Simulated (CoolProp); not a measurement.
The fluid at 442.76 K and 0.134 MPa flows at 9.1 m/s in a round tube of 12.7 mm bore and 0.25 µm roughness, fully developed (64/Re and Nu = 3.66 if laminar; Colebrook and Gnielinski if turbulent). The same conditions are run with several fluids, on thermodynamics alone (safety and materials aside).

The numbers come from the reference Helmholtz-energy equation of state of each fluid (normal hydrogen: Leachman 2009; methanol: de Reuck 1993; R141b: Lemmon 2006; n-butane: Bücker 2006; R227EA: Lemmon 2016) in CoolProp.

**Question.** Rank normal hydrogen, methanol, R141b, n-butane, R227EA by Reynolds number, highest first.

**Answer.** R227EA (42300), R141b (36100), n-butane (22600), methanol (9440), normal hydrogen (724)

| fluid | Darcy friction factor | pressure drop (Pa/m) | heat-transfer coefficient (W/(m² K)) | mass flow (kg/h) |
|---|---|---|---|---|
| normal hydrogen | 0.0884 | 21.1 | 71.6 | 0.304 |
| methanol | 0.0314 | 121 | 73.5 | 4.89 |
| R141b | 0.0225 | 317 | 129 | 17.9 |
| n-butane | 0.0252 | 175 | 157 | 8.87 |
| R227EA | 0.0218 | 443 | 176 | 25.9 |

Transport values come from each fluid's own correlations; those of R141b, R227EA are estimates that may be off by 10 % or more.
